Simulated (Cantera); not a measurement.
# Thermodynamics of boron, boron nitride and boron oxide, feed borazine + O₂ + N₂

A closed system holds: 1 mol borazine, 1 mol O₂, 0.81 mol N₂, equilibrated at 4.88 Torr.

Equilibrium computed with Cantera from the NASA thermochemical tables; the gas is ideal and each condensed phase is pure. Candidate condensed phases: B, BN, B₂O₃, B₃O₃H₃, H₂O; 39 gas species. The feed counts by its element totals alone. Mutual solubility and eutectic melting of coexisting phases are not modelled. Rates play no part.

| T (K) | x H₂ | x N₂ | x B₂O₃ | x HBO₂ | x HBO | x B₂O₂ | x H₂O | x H | n BN(s) | n B₂O₃(l) |
|---|---|---|---|---|---|---|---|---|---|---|
| 1023 | 0.669 | 0.330 | 1.51e-9 | 1.50e-5 | 8.39e-8 | <1e-12 | 0.000830 | 4.20e-8 | 1.67 | 0.665 |
| 1073 | 0.669 | 0.330 | 1.33e-8 | 3.84e-5 | 4.17e-7 | 9.94e-12 | 0.000813 | 1.42e-7 | 1.67 | 0.665 |
| 1123 | 0.669 | 0.330 | 9.52e-8 | 8.97e-5 | 1.79e-6 | 1.41e-10 | 0.000796 | 4.32e-7 | 1.67 | 0.665 |
| 1173 | 0.669 | 0.330 | 5.73e-7 | 0.000194 | 6.74e-6 | 1.58e-9 | 0.000779 | 1.20e-6 | 1.67 | 0.665 |
| 1223 | 0.669 | 0.330 | 2.96e-6 | 0.000392 | 2.27e-5 | 1.45e-8 | 0.000761 | 3.05e-6 | 1.67 | 0.664 |
| 1273 | 0.669 | 0.329 | 1.34e-5 | 0.000747 | 6.95e-5 | 1.12e-7 | 0.000743 | 7.23e-6 | 1.67 | 0.663 |
| 1323 | 0.668 | 0.329 | 5.35e-5 | 0.00135 | 0.000195 | 7.30e-7 | 0.000726 | 1.61e-5 | 1.67 | 0.661 |
| 1373 | 0.667 | 0.329 | 0.000193 | 0.00232 | 0.000505 | 4.15e-6 | 0.000708 | 3.37e-5 | 1.67 | 0.657 |
| 1423 | 0.665 | 0.328 | 0.000631 | 0.00384 | 0.00122 | 2.08e-5 | 0.000690 | 6.72e-5 | 1.67 | 0.649 |
| 1473 | 0.661 | 0.327 | 0.00190 | 0.00610 | 0.00277 | 9.33e-5 | 0.000670 | 0.000128 | 1.67 | 0.634 |
| 1523 | 0.653 | 0.325 | 0.00530 | 0.00934 | 0.00593 | 0.000378 | 0.000646 | 0.000232 | 1.67 | 0.603 |
| 1573 | 0.637 | 0.320 | 0.0138 | 0.0138 | 0.0120 | 0.00140 | 0.000614 | 0.000403 | 1.67 | 0.537 |
x: gas mole fraction; n: condensed amount in mol.

From 1023 K to 1573 K the condensed part is BN(s) + B₂O₃(l). The main B-bearing gas is HBO₂ at 1023 K and B₂O₃ at 1573 K.
